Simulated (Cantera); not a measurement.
Thermodynamics of silicon nitride deposition, feed Si2Cl6 + NH3 + N2

Input: 1 mol Si2Cl6, 4.6 mol NH3, a varied amount of N2, at 1050 K and 1.00 bar.

Method: chemical equilibrium by Gibbs-energy minimisation in Cantera with the NASA 1993 tables (ideal gas, pure condensed phases). Candidate condensed phases: NH4Cl, Si, Si3N4; 28 gas species. The feed counts by its element totals alone. The tables' values for SiCl3 are old estimates; treat these amounts as uncertain. Equilibrium is a limit: real reactors are often held back by kinetics, nucleation or transport.

From 6.6 mol N2 to 87 mol N2 the condensed part is Si3N4(s). The main Si-bearing gas is SiCl4 throughout. The share of Si in condensed phases is highest at 87 mol N2 (93.1 %) and lowest at 6.6 mol N2 (79.6 %).

```tsv
n(N2) (mol)	log p N2	log p H2	log p HCl	log p SiCl4	n Si3N4(s)
6.6	-0.34	-0.57	-0.60	-1.63	0.531
9.1	-0.28	-0.63	-0.64	-1.73	0.542
13	-0.22	-0.72	-0.71	-1.85	0.554
17	-0.18	-0.79	-0.76	-1.96	0.564
24	-0.14	-0.89	-0.85	-2.12	0.577
33	-0.11	-1.00	-0.94	-2.28	0.589
46	-0.08	-1.12	-1.04	-2.46	0.600
63	-0.06	-1.24	-1.14	-2.65	0.611
87	-0.05	-1.37	-1.25	-2.85	0.620
```
log p: log10 of the partial pressure in bar; n: condensed amount in mol.
